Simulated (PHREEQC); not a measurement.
PHREEQC input (ion-association model, wateq4f.dat):

```
SOLUTION_MASTER_SPECIES
  An  An-  0  An  62.0  # stands for a non-complexing anion
SOLUTION_SPECIES
  An- = An-
    -log_k 0
    -gamma 3.0 0
PHASES
  Fix_H+
    H+ = H+
    -log_k 0
SOLUTION 1
  temp 25
  units mmol/kgw
  pH 7 charge
  Cl 0.328
  Ba 0.074
  Ni 0.09
  Na 100
  An 100
END
SELECTED_OUTPUT 1
  -reset false
  -pH true
  -pe true
  -ionic_strength true
  -water true
  -totals Ba Cl Na Ni
  -molalities Hfo_wOH Hfo_wOH2+ Hfo_wO- Hfo_sOH Hfo_sOH2+ Hfo_sO- Hfo_sOHBa+2 Hfo_wOBa+ Hfo_sONi+ Hfo_wONi+
  -saturation_indices Ni(OH)2 Halite
USER_PUNCH 1
  -headings sigma psi
  10 PUNCH EDL("sigma", "Hfo"), EDL("psi", "Hfo")
PRINT
  -reset false
USE solution 1
SURFACE 1
  Hfo_wOH 0.000696629 600 0.31
  Hfo_sOH 1.74157e-05
EQUILIBRIUM_PHASES 1
  Fix_H+ -3 HAn 10
    -force_equality true
  O2(g) -0.68 10
END
# ... the last block is repeated for the other 16 points of pH, with NaOH or the acid as the point needs
```

Selected output (columns that matter, 17 of 17 rows; pH added in front):

```
pH	mu	Ba	Na	Ni	m_Hfo_wOH	m_Hfo_wOH2+	m_Hfo_wO-	m_Hfo_sOH	m_Hfo_sOH2+	m_Hfo_sO-	si_Ni(OH)2	si_Halite	sigma	psi
3	0.10206	7.4e-05	0.1	9e-05	1.3249e-05	0.00068337	5.8842e-09	3.3121e-07	1.7084e-05	1.471e-10	-9.2804	-6.2909	0.36338	0.15248
3.5	0.10121	7.4e-05	0.1	8.9999e-05	3.7846e-05	0.00065873	4.9812e-08	9.4611e-07	1.6468e-05	1.2452e-09	-8.2793	-6.2903	0.35026	0.15081
4	0.10092	7.4e-05	0.1	8.9994e-05	9.2463e-05	0.00060384	3.2435e-07	2.3107e-06	1.5091e-05	8.1058e-09	-7.279	-6.2901	0.32092	0.14641
4.5	0.10079	7.3999e-05	0.1	8.9946e-05	0.0001807	0.00051447	1.4541e-06	4.5041e-06	1.2823e-05	3.6242e-08	-6.2791	-6.29	0.2728	0.13817
5	0.10071	7.3997e-05	0.1	8.9579e-05	0.00028355	0.00040855	4.5081e-06	6.9251e-06	9.9782e-06	1.101e-07	-5.2807	-6.2899	0.21495	0.12608
5.5	0.10064	7.3989e-05	0.1	8.7273e-05	0.00037721	0.00030869	1.056e-05	8.0373e-06	6.5773e-06	2.2499e-07	-4.292	-6.2899	0.15939	0.11104
6	0.10057	7.3972e-05	0.1	7.9605e-05	0.00044952	0.0002255	2.0528e-05	5.2186e-06	2.618e-06	2.3831e-07	-3.3318	-6.2898	0.11299	0.094034
6.5	0.1005	7.3966e-05	0.1	6.8168e-05	0.00049456	0.00016058	3.4893e-05	1.5399e-06	5.0002e-07	1.0865e-07	-2.3992	-6.2897	0.07677	0.075632
7	0.1004	7.3961e-05	0.1	4.4524e-05	0.00050628	0.00010667	5.5047e-05	4.0193e-07	8.4684e-08	4.3701e-08	-1.5842	-6.2897	0.050434	0.057165
7.5	0.10039	7.3919e-05	0.10009	1.458e-05	0.0004893	6.6465e-05	8.2521e-05	1.9336e-07	2.6266e-08	3.2611e-08	-1.0697	-6.2892	0.030874	0.038865
8	0.10039	7.3649e-05	0.10015	2.5437e-06	0.0004703	4.6301e-05	0.00010943	1.52e-07	1.4965e-08	3.537e-08	-0.8301	-6.289	0.01295	0.017556
8.5	0.10041	7.2138e-05	0.10019	3.6282e-07	0.00045234	3.4619e-05	0.0001354	1.2937e-07	9.9009e-09	3.8725e-08	-0.6833	-6.2888	-0.0040242	-0.0055513
9	0.10043	6.6549e-05	0.10025	5.8317e-08	0.00042389	2.4479e-05	0.00016816	8.6507e-08	4.9956e-09	3.4318e-08	-0.509	-6.2886	-0.02119	-0.027894
9.5	0.10046	5.3696e-05	0.10034	1.4431e-08	0.00037518	1.5111e-05	0.00021339	4.2071e-08	1.6945e-09	2.3929e-08	-0.2728	-6.2882	-0.040244	-0.048216
10	0.10055	3.1696e-05	0.10051	1.0591e-08	0.00030184	7.6678e-06	0.0002722	2.1928e-08	5.5704e-10	1.9774e-08	0.0338	-6.2875	-0.061986	-0.065953
10.5	0.10084	1.2187e-05	0.10089	2.3037e-08	0.00022122	3.3201e-06	0.00033767	1.6287e-08	2.4445e-10	2.4861e-08	0.3969	-6.2861	-0.088125	-0.08201
11	0.10176	3.8875e-06	0.10186	9.3307e-08	0.00014859	1.2516e-06	0.00040412	1.4471e-08	1.2189e-10	3.9356e-08	0.813	-6.2826	-0.12014	-0.096749
```

Along this series the solution becomes supersaturated in solids that the run did not let form, among them Ni(OH)2. Species that the database lacks are ignored. The oxide is taken as insoluble; below pH 4 it would dissolve.
